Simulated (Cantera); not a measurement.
Standard-state values (1 bar) from the NASA 1993 polynomials, evaluated with Cantera. Values are per mole of reaction as written; species without (g) are pure solids or liquids, kept so even where they would boil at 1 bar.

Between 898 and 2298 K, where is each reaction favourable under standard conditions?
- O(g) + Pb = PbO(g)
- H₂(g) + 2 PbO(g) = H₂O₂(g) + 2 Pb


- O(g) + Pb = PbO(g): ΔG° is -183 kJ at 898 K and -159 kJ at 2298 K; it stays negative (K > 1). ΔH° is -209 kJ and ΔS° -22 J/K at 2298 K.
- H₂(g) + 2 PbO(g) = H₂O₂(g) + 2 Pb: ΔG° is -63 kJ at 898 K and 232 kJ at 2298 K; it changes sign between 1098 and 1298 K. ΔH° is -234 kJ and ΔS° -203 J/K at 2298 K.
